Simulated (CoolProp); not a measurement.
Saturation properties of n-octane (Tc = 568.7 K, pc = 24.84 bar, ω = 0.398).

Model: reference Helmholtz-energy equation of state, Beckmüller 2019, in CoolProp.

| T (K) | p (bar) | enthalpy of vaporisation (kJ/kg) | liquid viscosity (µPa s) |
|---|---|---|---|
| 279.6 | (withheld) | 374.3 | 651 |
| 296.1 | 0.01667 | 364.6 | 524 |
| 312.6 | 0.04040 | 355.0 | (withheld) |
| 329.1 | 0.08794 | 345.3 | 364 |
| 345.7 | 0.1756 | 335.4 | 311 |
| 362.2 | 0.3237 | 325.3 | 269 |
| 378.7 | 0.5597 | 314.9 | (withheld) |
| 395.2 | 0.9160 | (withheld) | 206 |
| 411.7 | 1.431 | 292.4 | 182 |
| 428.3 | 2.152 | (withheld) | 161 |
| 444.8 | 3.118 | (withheld) | 142 |
| 461.3 | (withheld) | 252.2 | 125 |

Task: What belongs in the gaps?

Result: 
- 279.6, p (bar): 0.006050
- 312.6, liquid viscosity (µPa s): 433
- 378.7, liquid viscosity (µPa s): 235
- 395.2, enthalpy of vaporisation (kJ/kg): 303.9
- 428.3, enthalpy of vaporisation (kJ/kg): 280.0
- 444.8, enthalpy of vaporisation (kJ/kg): 266.7
- 461.3, p (bar): 4.386

It boils at 398.8 K under 1 atm.

Viscosity comes from a separate model (Huber 2004).
